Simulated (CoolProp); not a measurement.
Vapour-liquid equilibrium of ethylbenzene (1) + o-xylene (2) at 448 K; x and y are mole fractions of (1).

The numbers come from the multi-fluid Helmholtz-energy mixture model, Zhou 2012 and Zhou 2012; pair parameters Bell 2016 in CoolProp.

```
x     bubble pressure (MPa)  y at the bubble point  dew pressure at overall composition x (MPa)  liquid density (mol/L)
----  ---------------------  ---------------------  -------------------------------------------  ----------------------
0.05                 0.2153                  0.059                                       0.2150                   6.949
0.2                  0.2224                  0.232                                       0.2211                   6.919
0.35                 0.2298                  0.394                                       0.2277                   6.890
0.5                  0.2371                  0.546                                       0.2348                   6.862
0.65                 0.2441                  0.689                                       0.2421                   6.835
0.8                  0.2505                  0.824                                       0.2494                   6.812
0.95                 0.2564                  0.956                                       0.2561                   6.791
```

No azeotrope shows between x = 0.05 and 0.95.

Pair parameters are fitted to limited data, so mixtures are less certain than the pure fluids.
